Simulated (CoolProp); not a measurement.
R236EA at 317.08 K and 0.199 MPa flows at 7.6 m/s in a round tube of 25 mm bore and 45 µm roughness, fully developed (64/Re and Nu = 3.66 if laminar; Colebrook and Gnielinski if turbulent). Each further row changes one setting.

The numbers come from the reference Helmholtz-energy equation of state, Rui 2013 in CoolProp.

```json
[
 {"case": "as stated", "Reynolds number": "199000", "Darcy friction factor": "0.0237", "pressure drop (Pa/m)": "?", "heat-transfer coefficient (W/(m² K))": "297", "mass flow (kg/h)": "163"},
 {"case": "velocity 15.2 m/s", "Reynolds number": "399000", "Darcy friction factor": "0.0233", "pressure drop (Pa/m)": "?", "heat-transfer coefficient (W/(m² K))": "583", "mass flow (kg/h)": "?"},
 {"case": "diameter 50 mm", "Reynolds number": "399000", "Darcy friction factor": "?", "pressure drop (Pa/m)": "?", "heat-transfer coefficient (W/(m² K))": "246", "mass flow (kg/h)": "?"}
]
```

Question: Some entries are withheld; supply them.

Answer: 
- as stated, pressure drop (Pa/m): 333
- velocity 15.2 m/s, pressure drop (Pa/m): 1310
- velocity 15.2 m/s, mass flow (kg/h): 326
- diameter 50 mm, Darcy friction factor: 0.0199
- diameter 50 mm, pressure drop (Pa/m): 140
- diameter 50 mm, mass flow (kg/h): 652

Viscosity comes from a separate model (Huber 2003), an estimate that may be off by 10 % or more. Thermal conductivity comes from a separate model (Huber 2003), an estimate that may be off by 10 % or more.
